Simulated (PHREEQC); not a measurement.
A column of 0.1 m (40 cells, dispersivity 0.0035 m, 300 s a shift, diffusion coefficient 3e-10 m²/s) holds 0.11 eq of the database's cation exchanger X per kg of pore water, first in equilibrium with 0.088 mol/kgw KCl, 0.0024 mol/kgw SrCl2 and 1e-05 mol/kgw HCl. It is flushed with 4.5 mmol/kgw LiCl, 40 mmol/kgw BaCl2 and 0.01 mmol/kgw HCl, at 25 °C. Values are for the last cell. No CO2 enters from the air. No solid was allowed to form.

The series has 34 steps of pore volumes, from 0 to 4.963.

Computed with PHREEQC (ion-association model, phreeqc.dat).

**Question.** After how many pore volumes does Ba at the outlet first reach half of its feed value?

**Answer.** By 2.4 pore volumes.

**Question.** After how many pore volumes does Li at the outlet first reach half of its feed value?

**Answer.** By 1.2 pore volumes.
